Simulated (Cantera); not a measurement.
An adiabatic, constant-pressure homogeneous reactor starts with CO : H2 : O2 : N2 = 1 : 0.7 : 2.83 : 26.6 (molar parts), equivalence ratio 0.30, at 1823 K and 0.690 bar. Integrator tolerance rtol = 1e-08.

Model: GRI-Mech 3.0 (53 species, 325 reactions), integrated in Cantera.

Q: What does this change do: constant volume in place of constant pressure?

A: 
```
quantity                                                              before                                      after
---------------------------------  -----------------------------------------  -----------------------------------------
time of steepest temperature rise                                    34.7 µs                                    34.8 µs
temperature at 6.00 s                                                 2188 K                                     2263 K
equilibrium temperature                                               2188 K                                     2263 K
x(CO) at 6.00 s                    0.000867 (gas-phase equilibrium 0.000867)    0.00130 (gas-phase equilibrium 0.00130)
x(H2) at 6.00 s                    0.000114 (gas-phase equilibrium 0.000114)  0.000162 (gas-phase equilibrium 0.000162)
x(O2) at 6.00 s                        0.0615 (gas-phase equilibrium 0.0615)      0.0608 (gas-phase equilibrium 0.0608)
x(H2O) at 6.00 s                       0.0220 (gas-phase equilibrium 0.0220)      0.0217 (gas-phase equilibrium 0.0217)
x(N2O) at 6.00 s                     3.42e-7 (gas-phase equilibrium 3.42e-7)    4.40e-7 (gas-phase equilibrium 4.40e-7)
```
